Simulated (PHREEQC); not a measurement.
0.72 g of hydrous ferric oxide (600 m²/g; 0.2 weak and 0.005 strong sites per Fe, Dzombak-Morel constants, diffuse double layer) in 1 kg of water with 0.001 mol/kgw of an inert sodium salt and 0.23 mmol/kgw MgCl2, at 25 °C; the pH is set by adding NaOH or the inert anion's acid. Oxygen alone is held at its pressure in air (log pO2 = -0.68). No CO2 enters from the air. No solid was allowed to form.

The series has 17 steps of pH, from 4 to 12.

The numbers come from PHREEQC with the ion-association model, wateq4f.dat.

**Question.** Near which pH is half of the Mg sorbed, and on which side is more sorbed?

**Answer.** Near pH 7.9, with more sorbed at higher pH.
